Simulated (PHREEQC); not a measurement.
Synthetic water in mg/kgw, 38 °C, pH 2.85, pe 12.6: Na 206; K 2.81; Ca 607; Mg 88.1; Cl 272; S(6) as SO4 2040; Br 1.9.

Valence states are taken as typed.

Equilibrium calculation in PHREEQC: ion-association model, phreeqc.dat.

No solid was allowed to form.

Q: Order these S species by the share of S that they hold, largest first: MgSO4, HSO4-, NaSO4-, CaSO4, SO4-2.

A: SO4-2 (62 %), CaSO4 (23 %), MgSO4 (7.7 %), HSO4- (6.1 %), NaSO4- (1.2 %)

The pH is 2.85 and the ionic strength 0.0605 mol/kgw. Species that the database lacks are ignored. Constants without temperature data keep their 25 °C values here.
